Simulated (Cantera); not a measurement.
A perfectly stirred reactor is fed with 13.3 % CH₄, 3.18 % CO, 17.5 % O₂, 66.0 % N₂, at 250000 Pa; it is adiabatic with a 400 K inlet, and is followed from long to short residence time, starting on the burning branch (τ in s: 0.042, 0.022, 0.011, 0.0059, 0.003, 0.0016, 0.00082, 0.00042, 0.00022, 0.00011, 5.9e-05).

Detailed kinetics in Cantera: GRI-Mech 3.0 (53 species, 325 reactions).

### Question
Predict: blow-out, bracketed by the residence times tried; x(CH₄) at τ = 42.0 ms; x(CO) at τ = 42.0 ms; x(O₂) at τ = 42.0 ms; x(H₂) at τ = 42.0 ms; x(NO) at τ = 42.0 ms; x(CH₄) at τ = 1.60 ms; x(CO) at τ = 1.60 ms; x(O₂) at τ = 1.60 ms; x(H₂) at τ = 1.60 ms; x(NO) at τ = 1.60 ms.

### Answer
- blow-out, bracketed by the residence times tried = burning at 0.820 ms, out at 0.420 ms
- x(CH₄) at τ = 42.0 ms = 0.00331
- x(CO) at τ = 42.0 ms = 0.0983
- x(O₂) at τ = 42.0 ms = 0.000435
- x(H₂) at τ = 42.0 ms = 0.0754
- x(NO) at τ = 42.0 ms = 1.73e-5
- x(CH₄) at τ = 1.60 ms = 0.00836
- x(CO) at τ = 1.60 ms = 0.0913
- x(O₂) at τ = 1.60 ms = 0.00615
- x(H₂) at τ = 1.60 ms = 0.0591
- x(NO) at τ = 1.60 ms = 5.78e-6
